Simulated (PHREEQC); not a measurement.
Nickel, zinc or cadmium bath: speciation

Consider water at 25 °C with 0.099 mol CdSO4, 0.00015 mol H3BO3 and 0.1 mol H2SO4 per kg of water. Closed to the air; pH follows from the charge balance.

Model: ion-association model, phreeqc.dat, run in PHREEQC.

Each row changes one thing in this solution. This is a speciation only: nothing precipitates in the calculation.

```
case                                            pH  ionic strength (mol/kgw)  HSO4- (mol/kgw)  Cd+2 (mol/kgw)  SO4-2 (mol/kgw)  CdSO4 (mol/kgw)  SI of Cd(OH)2 (Cd(OH)2)
--------------------------------------------  ----  ------------------------  ---------------  --------------  ---------------  ---------------  -----------------------
as made                                       1.10                     0.301           0.0984          0.0494           0.0373           0.0360                   -13.30
H3BO3 from 0.00015 to 0.000165 mol/kgw        1.10                     0.301           0.0984          0.0494           0.0373           0.0360                   -13.30
H3BO3 left out                                1.10                     0.301           0.0984          0.0494           0.0373           0.0360                   -13.30
diluted 5-fold with water                     1.68                    0.0735           0.0152          0.0110           0.0146          0.00759                   -12.64
H2SO4 replaced by ZnSO4 at the same molality  5.58                     0.363          4.55e-6          0.0393           0.0557           0.0387                    -4.44
0.0067 mol/kgw Ca(OH)2 added                  1.14                     0.303           0.0927          0.0484           0.0386           0.0363                   -13.23
diluted 10-fold with water                    1.93                    0.0410          0.00625         0.00588          0.00925          0.00364                   -12.35
H3BO3 from 0.00015 to 1.5e-05 mol/kgw         1.10                     0.301           0.0984          0.0494           0.0373           0.0360                   -13.30
CdSO4 from 0.099 to 0.149 mol/kgw             1.12                     0.378            0.103          0.0708           0.0446           0.0546                   -13.10
```
